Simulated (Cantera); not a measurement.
A perfectly stirred reactor is fed with CH4 : N2 = 1 : 78 (molar parts), at 0.248 Torr; it is held at 1723 K, and followed from long to short residence time.

Computed with Cantera and GRI-Mech 3.0 (53 species, 325 reactions). GRI-Mech 3.0 stops at C3 and has no aromatics, soot or wall deposition, so with more carbon than oxygen in the feed, carbon stays in small species such as C2H2 where larger ones or solid carbon would form. Radical loss at walls, strong at low pressure, is not modelled.

Problem. What does this change do: pressure from 0.248 Torr to 0.580 bar?

Solution. 
| quantity | before | after |
|---|---|---|
| x(CH4) at τ = 0.300 s | 0.0126 | 0.00214 |
| x(C2H6) at τ = 0.300 s | 2.75e-10 | 1.30e-6 |
| x(H2) at τ = 0.300 s | 2.07e-5 | 0.0155 |
| x(C2H) at τ = 0.300 s | 4.72e-12 | 5.39e-8 |
| x(C2H4) at τ = 0.300 s | 5.69e-7 | 2.41e-5 |
| x(CH4) at τ = 34.0 ms | 0.0127 | 0.00557 |
| x(C2H6) at τ = 34.0 ms | 1.92e-12 | 8.31e-6 |
| x(H2) at τ = 34.0 ms | 1.86e-6 | 0.0101 |
| x(C2H) at τ = 34.0 ms | <1e-12 | 3.50e-8 |
| x(C2H4) at τ = 34.0 ms | 8.11e-10 | 0.000157 |
